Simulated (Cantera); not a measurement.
Feed: 1 mol AlCl3, 0.86 mol HCl, 14 mol H2, 1.3 mol NH3, at 1073.15 K and 320 Pa.

These are equilibrium values from Cantera (NASA tables, ideal gas, pure condensed phases), not measurements of a reactor. Candidate condensed phases: Al, AlCl3, AlN, NH4Cl; 20 gas species. The tables' values for AlCl2 are old estimates; treat these amounts as uncertain. The numbers say what is thermodynamically allowed, not how fast it happens.

Base state: H2 0.848, HCl 0.0790, AlCl3 0.0433, N2 0.0298, AlCl2 2.84e-5 (mole fractions); condensed: AlN(s).

Q: What changes in the equilibrium state with this change: temperature from 1073.15 K to 1598.15 K?

A: 
| species | before | after |
|---|---|---|
| H2 | 0.848 | 0.793 |
| HCl | 0.0790 | 0.120 |
| N2 | 0.0298 | 0.0339 |
| AlCl | 1.41e-6 | 0.0337 |
| AlCl3 | 0.0433 | 0.0104 |
| Cl | 1.93e-8 | 0.000101 |
| H | 2.29e-7 | 0.000839 |
| AlCl2 | 2.84e-5 | 0.00799 |
| AlN(s), mol | 0.199 | 0 |

Q: What changes in the equilibrium state with this change: temperature from 1073.15 K to 1398 K?

A: 
```
species       before    after
-----------  -------  -------
H2             0.848    0.840
HCl           0.0790   0.0714
AlCl3         0.0433   0.0379
AlCl         1.41e-6  0.00989
N2            0.0298   0.0348
H            2.29e-7  7.67e-5
AlCl2        2.84e-5  0.00565
AlN(s), mol    0.199        0
```
